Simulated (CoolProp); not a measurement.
A closed Brayton cycle with dry air: compressor inlet 325.15 K and 4.6 MPa, high pressure 9.21 MPa, turbine inlet 870 K, compressor efficiency 0.8, turbine efficiency 0.9, recuperator effectiveness 0 (on enthalpy, no pinch check). Each further row changes one setting.

Values from CoolProp's reference Helmholtz-energy equation of state, Lemmon 2000. It is a pseudo-pure fit of the blend.

```json
[
 {"case": "as stated", "thermal efficiency (%)": "(withheld)", "net work (kJ/kg)": "55.4", "compressor to turbine work": "0.62", "compressor exit (K)": "414.7", "turbine exit (K)": "740.0"},
 {"case": "turbine inlet 820 K", "thermal efficiency (%)": "(withheld)", "net work (kJ/kg)": "(withheld)", "compressor to turbine work": "(withheld)", "compressor exit (K)": "414.7", "turbine exit (K)": "696.2"},
 {"case": "compressor inlet 335.15 K", "thermal efficiency (%)": "10.9", "net work (kJ/kg)": "52.4", "compressor to turbine work": "0.64", "compressor exit (K)": "427.3", "turbine exit (K)": "740.0"},
 {"case": "high pressure 7.83 MPa", "thermal efficiency (%)": "9.0", "net work (kJ/kg)": "46.4", "compressor to turbine work": "0.59", "compressor exit (K)": "392.2", "turbine exit (K)": "(withheld)"},
 {"case": "recuperator effectiveness 0.5", "thermal efficiency (%)": "17.2", "net work (kJ/kg)": "55.4", "compressor to turbine work": "0.62", "compressor exit (K)": "414.7", "turbine exit (K)": "740.0"}
]
```

Some entries are withheld; supply them.


- as stated, thermal efficiency (%): 11.2
- turbine inlet 820 K, thermal efficiency (%): 10.7
- turbine inlet 820 K, net work (kJ/kg): 46.9
- turbine inlet 820 K, compressor to turbine work: 0.66
- high pressure 7.83 MPa, turbine exit (K): 768.6
